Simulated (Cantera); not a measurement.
An adiabatic, constant-volume homogeneous reactor starts with CH4 : O2 : N2 : CO2 = 1 : 3.57 : 18.6 : 0.14 (molar parts), equivalence ratio 0.56, at 1600 K and 5.00 bar.

Cantera simulation using GRI-Mech 3.0 (53 species, 325 reactions); the numbers are that mechanism's predictions, not measurements.

One state of this run: T (K) = 2601; P (bar) = 8.17; x CH4 = <1e-12; x O2 = 0.0615; x H = 0.000447; x CH2 = <1e-12; x C2H = <1e-12; x NO2 = 1.28e-5. x: mole fraction; the columns are a selection and need not sum to one.

Which value of t (s) does it belong to?
(A) 0.00212
(B) 8.95e-6
(C) 2.67e-5
(D) 3.00e-6

A, 0.00212
